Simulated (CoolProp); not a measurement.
A simple Rankine cycle with R365MFC: condensing at 293.15 K, boiler at 0.576 MPa, turbine inlet 387.4 K, turbine efficiency 0.85, pump efficiency 0.8, no recuperator. Each further row changes one setting.

The numbers come from the reference Helmholtz-energy equation of state, Lemmon 2016 in CoolProp.

```
case                             thermal efficiency (%)  net work (kJ/kg)  heat in (kJ/kg)  turbine exit temperature (K)  volume ratio over the turbine
-------------------------------  ----------------------  ----------------  ---------------  ----------------------------  -----------------------------
as stated                                          14.0              40.5              289                         342.0                            [?]
turbine inlet 407.4 K                              13.8               [?]              314                         362.5                           12.2
condensing temperature 285.15 K                    15.3              46.0              299                         336.6                           17.4
boiler pressure 0.403 MPa                          12.3              35.9              292                         349.7                           8.50
turbine efficiency 0.75                            12.4              35.7              289                         346.5                            [?]
```

Problem. Some entries are withheld; supply them.

Solution. 
- as stated, volume ratio over the turbine: 12.5
- turbine inlet 407.4 K, net work (kJ/kg): 43.3
- turbine efficiency 0.75, volume ratio over the turbine: 12.6
